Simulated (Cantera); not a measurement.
Source: NASA polynomial tables (part measured, part estimated), evaluated in Cantera. Values are per mole of reaction as written; species without (g) are pure solids or liquids, kept so even where they would boil at 1 bar.

2 NO(g) + 2 Ti3O5 = 6 TiO2 + N2(g)

| T (K) | ΔH° (kJ) | ΔS° (J/K) | ΔG° (kJ) | log10 K |
|---|---|---|---|---|
| 2273 | ___ | ___ | ___ | ___ |
| 2323 | ___ | ___ | ___ | ___ |
| 2373 | ___ | ___ | ___ | ___ |
| 2423 | ___ | ___ | ___ | ___ |
| 2473 | -944.8 | -254.8 | -314.8 | 6.65 |

Question: Complete the blanks.

Answer: 
- 2273, ΔH° (kJ): -950.6
- 2273, ΔS° (J/K): -257.2
- 2273, ΔG° (kJ): -366.0
- 2273, log10 K: 8.41
- 2323, ΔH° (kJ): -949.2
- 2323, ΔS° (J/K): -256.6
- 2323, ΔG° (kJ): -353.1
- 2323, log10 K: 7.94
- 2373, ΔH° (kJ): -947.7
- 2373, ΔS° (J/K): -256.0
- 2373, ΔG° (kJ): -340.3
- 2373, log10 K: 7.49
- 2423, ΔH° (kJ): -946.3
- 2423, ΔS° (J/K): -255.4
- 2423, ΔG° (kJ): -327.5
- 2423, log10 K: 7.06
